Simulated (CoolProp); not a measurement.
R245ca at 345.01 K and 3.36 MPa is throttled through a valve to 0.561 MPa with no heat exchange. Each further row changes one setting.

Computed with CoolProp (reference Helmholtz-energy equation of state, Zhou 2016).

```csv
case,temperature change (K),final phase,final density (kg/m³)
as stated,+0.3,liquid,1260
outlet pressure 0.168 MPa,…,…,…
outlet pressure 0.729 MPa,+0.3,liquid,1260
```

### Question
Fill in the missing entries.

### Answer

- outlet pressure 0.168 MPa, temperature change (K): -32.8
- outlet pressure 0.168 MPa, final phase: two-phase, vapour fraction 0.242
- outlet pressure 0.168 MPa, final density (kg/m³): 37.1
